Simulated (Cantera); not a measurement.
**Catalytic combustion on Pt**

An isothermal plug-flow reactor at 875 K and 17000 Pa (inlet), inlet velocity 1.2 m/s, active area per volume 110 1/m; feed CO : O2 : N2 : H2O = 0.011 : 0.19 : 0.79 : 0.022 (molar parts), equivalence ratio 0.029.

Model: Deutschmann's 1995 Pt surface mechanism with GRI-Mech 3.0 gas chemistry, integrated in Cantera. Catalytic surfaces can have several steady states; this one follows from the mechanism file's or the stated starting coverage. Mass transfer to the wall is taken as infinitely fast.

```
z (m)        x CO   x O2   x H2O    x CO2  θ free Pt   θ O*    θ OH*     θ CO*
-------  --------  -----  ------  -------  ---------  -----  -------  --------
6.9e-05   0.00913  0.187  0.0217  0.00174      0.219  0.776  0.00185   0.00294
0.00012   0.00855  0.187  0.0217  0.00232      0.198  0.798  0.00179   0.00220
0.00022   0.00770  0.186  0.0218  0.00317      0.179  0.818  0.00172   0.00157
0.00039   0.00665  0.186  0.0218  0.00423      0.163  0.834  0.00166   0.00111
0.00069   0.00535  0.185  0.0218  0.00554      0.150  0.848  0.00160  0.000739
0.0012    0.00390  0.185  0.0218  0.00700      0.139  0.859  0.00156  0.000459
0.0022    0.00227  0.184  0.0218  0.00863      0.130  0.868  0.00151  0.000232
0.0039   0.001000  0.184  0.0218  0.00991      0.124  0.874  0.00148   9.25e-5
0.0069   0.000257  0.183  0.0218   0.0107      0.121  0.877  0.00147   2.26e-5
```
x: gas mole fraction; θ: surface coverage.
